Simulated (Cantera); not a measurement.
Charge: 1 mol B2O3, 5.1 mol HCl, 0.11 mol O2, 2 mol F2, at 1848 K and 0.105 Torr.

These are equilibrium values from Cantera (NASA tables, ideal gas, pure condensed phases), not measurements of a reactor. Candidate condensed phases: B, B2O3, B3O3H3, H2O; 56 gas species. The tables' values for BOCl are old estimates; treat these amounts as uncertain. Rates play no part.

Base state: Cl 0.276, HCl 0.237, HF 0.212, BOF 0.191, O2 0.0410, H2O 0.0248, HBO2 0.00867, O 0.00324 (mole fractions); condensed: gas only.

Q: What changes in the equilibrium state with this change: HCl from 5.1 to 51 mol?

A: 
```csv
species,before,after
HCl,0.237,0.729
Cl,0.276,0.143
HF,0.212,0.0398
BOF,0.191,0.0287
O2,0.0410,1.38e-5
H2,0.000862,0.0300
H2O,0.0248,0.0158
BF3,1.30e-5,1.08e-7
ClO,1.13e-5,1.08e-7
O,0.00324,5.95e-5
F,6.82e-5,2.17e-6
```

Q: What changes in the equilibrium state with this change: pressure from 0.105 Torr to 360 Torr?

A: 
| species | before | after |
|---|---|---|
| HCl | 0.237 | 0.398 |
| BOF | 0.191 | 0.175 |
| HF | 0.212 | 0.146 |
| Cl | 0.276 | 0.105 |
| BF3 | 1.30e-5 | 0.0422 |
| Cl2 | 6.86e-5 | 0.0342 |
| H2O | 0.0248 | 0.0114 |
| O2 | 0.0410 | 0.0806 |
| B3O3F3 | <1e-9 | 9.76e-5 |
| H | 0.00132 | 1.68e-6 |
| BO | 2.44e-5 | 4.16e-8 |
| BOF2 | 6.37e-7 | 0.000315 |
